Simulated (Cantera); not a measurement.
Sublimation and decomposition of ceramics: Al₂O₃ + N₂

Input: 1 mol Al₂O₃, 1 mol N₂, equilibrated at 1.00 bar.

These are equilibrium values from Cantera (NASA tables, ideal gas, pure condensed phases), not measurements of a reactor. Candidate condensed phases: Al, AlN, Al₂O₃; 16 gas species. Rates play no part.

```
T (°C)  log p N₂  log p NO  log p Al  log p O  log p AlO  log p Al₂O  log p O₂  n Al₂O₃(s)  n Al₂O₃(l)
------  --------  --------  --------  -------  ---------  ----------  --------  ----------  ----------
2000        0.00     -5.64     -5.84    -6.57      -6.67       -6.78     -8.39       1.000           0
2025        0.00     -5.51     -5.72    -6.40      -6.50       -6.63     -8.18       1.000           0
2050        0.00     -5.38     -5.59    -6.24      -6.34       -6.47     -7.98       1.000           0
2075        0.00     -5.27     -5.47    -6.08      -6.19       -6.33     -7.79           0       1.000
2100        0.00     -5.15     -5.36    -5.93      -6.04       -6.20     -7.60           0       1.000
2125        0.00     -5.04     -5.25    -5.78      -5.90       -6.07     -7.42           0       1.000
2150        0.00     -4.93     -5.14    -5.63      -5.76       -5.94     -7.25           0       1.000
2175        0.00     -4.83     -5.03    -5.49      -5.62       -5.81     -7.08           0       1.000
2200        0.00     -4.72     -4.92    -5.35      -5.49       -5.69     -6.91           0       1.000
2225        0.00     -4.62     -4.82    -5.22      -5.36       -5.57     -6.75           0       1.000
2250        0.00     -4.52     -4.72    -5.08      -5.23       -5.45     -6.58           0       1.000
2275        0.00     -4.43     -4.62    -4.95      -5.10       -5.34     -6.43           0       1.000
2300        0.00     -4.33     -4.52    -4.82      -4.98       -5.23     -6.28           0       1.000
2325        0.00     -4.24     -4.42    -4.70      -4.86       -5.11     -6.13           0       1.000
```
log p: log10 of the partial pressure in bar; n: condensed amount in mol.

From 2000 °C to 2050 °C the condensed part is Al₂O₃(s). From 2075 °C to 2325 °C the condensed part is Al₂O₃(l). The main Al-bearing gas is Al throughout.
